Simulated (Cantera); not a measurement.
A closed system holds: 1 mol CaO, 1.6 mol HBr, 22 mol N2, held at 4.40 Pa.

Equilibrium computed with Cantera from the NASA thermochemical tables; the gas is ideal and each condensed phase is pure. Candidate condensed phases: Br2, Ca, CaBr2, CaO, Ca(OH)2, H2O; 34 gas species. Rates play no part.

Task: What share of the Ca ends up in condensed phases as a function of T (°C), at 727, 827, 927, 1027, 1127, 1227, 1327, 1427, 1527?

Result: 
```
T (°C)  Ca condensed (%)                 as
------  ----------------  -----------------
727                 77.8  CaBr2(s) + CaO(s)
827                 62.1             CaO(s)
927                 58.2             CaO(s)
1027                57.4             CaO(s)
1127                59.8             CaO(s)
1227                64.7             CaO(s)
1327                70.9             CaO(s)
1427                77.4             CaO(s)
1527                82.9             CaO(s)
```
